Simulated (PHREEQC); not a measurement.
Dissolve 0.018 mol/kgw HBr, 5.1e-05 mol/kgw FeSO4 and 0.04 mol/kgw CaBr2 at 20 °C. It is in equilibrium with CO2 at log p = -2 (atm). Otherwise closed; pH follows from the charge balance.

Model: ion-association model, phreeqc.dat, run in PHREEQC.

Each row changes one thing in this solution. This is a speciation only: nothing precipitates in the calculation.

```json
[
 {"case": "as made", "pH": "1.83", "HCO3- (mol/kgw)": "1.44e-8"},
 {"case": "FeSO4 from 5.1e-05 to 1.02e-05 mol/kgw", "pH": "1.83", "HCO3- (mol/kgw)": "1.44e-8"},
 {"case": "diluted 5-fold with water", "pH": "2.50", "HCO3- (mol/kgw)": "5.97e-8"},
 {"case": "FeSO4 left out", "pH": "1.83", "HCO3- (mol/kgw)": "1.44e-8"},
 {"case": "FeSO4 from 5.1e-05 to 5.61e-05 mol/kgw", "pH": "1.83", "HCO3- (mol/kgw)": "1.44e-8"},
 {"case": "CaBr2 left out", "pH": "1.79", "HCO3- (mol/kgw)": "1.15e-8"},
 {"case": "temperature from 20 to 15 °C", "pH": "1.83", "HCO3- (mol/kgw)": "1.53e-8"}
]
```
